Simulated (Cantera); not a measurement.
What does this Cantera script print?

```python
import numpy as np
import cantera as ct

gas = ct.Solution("gri30.yaml")
gas.TPX = 525, 1100000, {'H2': 1, 'O2': 1.11, 'N2': 3.89}
inlet = ct.Reservoir(gas, clone=True)
gas.equilibrate("HP")  # start burning
reactor = ct.IdealGasConstPressureReactor(gas, energy="on", clone=False)
exhaust = ct.Reservoir(gas, clone=True)
tau = [0.26, 0.072, 0.02, 0.0053, 0.0015, 0.0004, 0.00011, 3e-05, 8.2e-06][0]
for a, b in ((inlet, reactor), (reactor, exhaust)):
    ct.MassFlowController(a, b, mdot=lambda t: reactor.mass / tau)
net = ct.ReactorNet([reactor])
show = ['H2', 'O2', 'O', 'NO', 'H2O', 'NO2']

rows = []
print(f"{'tau/s':>10s}{'T/K':>9s}" + "".join(f"{s:>11s}" for s in show))
for tau in [0.26, 0.072, 0.02, 0.0053, 0.0015, 0.0004, 0.00011, 3e-05, 8.2e-06]:
    net.initial_time = 0.0
    net.advance(30 * tau)
    before = gas.X
    net.advance(40 * tau)
    drift = np.max(np.abs(gas.X - before) / (gas.X + 1e-9))
    rows.append([gas.T, *gas[show].X, drift])
    print(f"{tau:10.3e}{gas.T:9.1f}" + "".join(f"{x:11.3e}" for x in gas[show].X))
```

It prints:

```
     tau/s      T/K         H2         O2          O         NO        H2O        NO2
 2.600e-01   1784.4  1.280e-05  1.108e-01  1.163e-05  3.207e-05  1.816e-01  2.111e-07
 7.200e-02   1784.1  2.458e-05  1.108e-01  1.412e-05  1.176e-05  1.815e-01  8.670e-08
 2.000e-02   1783.5  5.781e-05  1.108e-01  2.153e-05  6.200e-06  1.815e-01  5.828e-08
 5.300e-03   1781.9  1.461e-04  1.107e-01  4.191e-05  4.864e-06  1.812e-01  6.420e-08
 1.500e-03   1778.8  3.497e-04  1.107e-01  8.902e-05  4.741e-06  1.808e-01  8.092e-08
 4.000e-04   1772.3  8.644e-04  1.107e-01  2.070e-04  4.401e-06  1.800e-01  8.152e-08
 1.100e-04   1758.7  2.083e-03  1.109e-01  4.775e-04  3.754e-06  1.782e-01  6.183e-08
 3.000e-05   1728.2  5.085e-03  1.117e-01  1.061e-03  3.625e-06  1.742e-01  4.618e-08
 8.200e-06   1653.8  1.348e-02  1.148e-01  1.967e-03  3.787e-06  1.639e-01  3.523e-08
```

Detailed kinetics in Cantera: GRI-Mech 3.0 (53 species, 325 reactions). The hydrogen kinetics of GRI-Mech 3.0 are dated; newer H2 mechanisms differ, most at raised pressure.
